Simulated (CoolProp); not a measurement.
Vapour-liquid equilibrium of ethanol (1) + toluene (2) at 34 kPa; x and y are mole fractions of (1).

The numbers come from the multi-fluid Helmholtz-energy mixture model, Schroeder 2014 and Lemmon 2006; pair parameters Bell 2016 in CoolProp.

Problem. Give the bubble temperature and the first vapour's composition at x = 0.05, 0.425, 0.575. Is there an azeotrope?

Solution. x = 0.05: 336.1 K, y = 0.410; x = 0.425: 323.8 K, y = 0.687; x = 0.575: 323.7 K, y = 0.692. y crosses x between x = 0.65 and 0.725: the model has an azeotrope there.

Pair parameters are fitted to limited data, so mixtures are less certain than the pure fluids. With so large a gap from Raoult's law the liquid may split in two, which this calculation doesn't test in full.
